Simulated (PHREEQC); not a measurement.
A solution holds 39 mmol/kgw TMAH and 8.9 mmol/kgw NaH2PO4, at 30 °C. Closed to the air; pH follows from the charge balance.

Model: ion-association model, phreeqc.dat, run in PHREEQC.

No solid was allowed to form.

Problem. What pH, ionic strength does the model give?

Solution. pH 12.11; ionic strength 0.0689 mol/kgw.

Problem. In which forms is P present?

Solution. PO4-3 68 %, HPO4-2 32 % of the P.

Species that the database lacks are ignored. (CH3)4N+ isn't in the database: it is added as a free cation with an ion size of 4 Å.
